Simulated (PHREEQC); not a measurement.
Consider water at 20 °C with 0.0058 mol K2CO3 per kg of water. Closed to the air; pH follows from the charge balance.

Equilibrium calculation in PHREEQC: ion-association model, wateq4f.dat.

Problem. The ionic strength comes out as 0.0166 mol/kgw. What activity coefficients do CO3-2, HCO3-, K+, OH- get?

Solution. CO3-2 0.61, HCO3- 0.89, K+ 0.88, OH- 0.88.

This is a speciation only: nothing precipitates in the calculation. Complexes and solids missing from the database can't appear.
